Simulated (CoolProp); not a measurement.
Vapour-liquid equilibrium of cyclohexane (1) + n-nonane (2) at 0.00906 MPa; x and y are mole fractions of (1).

Computed with CoolProp (multi-fluid Helmholtz-energy mixture model, Zhou 2014 and Lemmon 2006; pair parameters Bell 2016).

```tsv
x	bubble temperature (K)	y at the bubble point	dew temperature at overall composition x (K)	liquid density (mol/L)
0.05	340.8	0.400	350.4	5.411
0.2	322.2	0.792	346.7	5.895
0.35	312.0	0.901	342.4	6.384
0.5	305.0	0.948	337.3	6.917
0.65	299.5	0.974	330.8	7.516
0.8	295.1	0.989	321.6	8.200
0.95	291.4	0.998	304.7	8.991
```

No azeotrope shows between x = 0.05 and 0.95.

The pair parameters rest on a limited set of measurements; away from them the model extrapolates. The gap from Raoult's law changes sign with composition, which may be real or a fault of the pair parameters; it wasn't checked against measurements.
